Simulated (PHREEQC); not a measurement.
A PHREEQC input (ion-association model, wateq4f.dat):

```
SOLUTION 1
  temp 298.15
  units mg/kgw
  pH 6.78
  pe 9.6
  Na 413
  K 20.7
  Ca 136
  Mg 115
  Cl 373
  S(6) 241 as SO4
  Alkalinity 1170 as HCO3
  Li 1.78
  F 1.72
  B 1.43
END
USE solution 1
EQUILIBRIUM_PHASES 1
  Gypsum 0 0
  CO2(g) -2 10
END
```

It stops with these messages:

```
WARNING: Maximum iterations exceeded, 100
WARNING: Maximum iterations exceeded, 100
WARNING: The program has failed to converge to a numerical solution.
ERROR:           Alkalinity has not converged. Total: 1.917432e-02	Calculated: -1.755815e-05	Residual: 1.919188e-02
ERROR: Is non-carbonate alkalinity greater than total alkalinity?
ERROR:                    B has not converged. Total: 1.322849e-04	Calculated: 1.446217e-07	Residual: 1.321403e-04
ERROR:                   Ca has not converged. Total: 3.393214e-03	Calculated: 2.994001e-06	Residual: 3.390220e-03
ERROR:                   Cl has not converged. Total: 1.052097e-02	Calculated: 7.518034e-03	Residual: 3.002937e-03
ERROR:                    F has not converged. Total: 9.053394e-05	Calculated: 9.399951e-08	Residual: 9.043994e-05
ERROR:                    K has not converged. Total: 5.293847e-04	Calculated: 3.300737e-04	Residual: 1.993110e-04
ERROR:                   Li has not converged. Total: 2.565211e-04	Calculated: 1.946327e-04	Residual: 6.188844e-05
ERROR:                   Mg has not converged. Total: 4.730174e-03	Calculated: 9.826742e-04	Residual: 3.747500e-03
ERROR:                   Na has not converged. Total: 1.796449e-02	Calculated: 4.367589e-03	Residual: 1.359690e-02
ERROR:                 S(6) has not converged. Total: 2.508744e-03	Calculated: 8.645025e-04	Residual: 1.644242e-03
ERROR:               A(H2O) Activity of water has not converged. 	Residual: 1.600024e+01
ERROR: Model failed to converge for initial solution  1.
```

### Question
Why does the run stop?

### Answer
The fault: the temperature typed in kelvin. The line should read `temp 25` where the input has `temp 298.15`. With the mend the run ends at pH 7.99 and ionic strength 0.0406 mol/kgw.
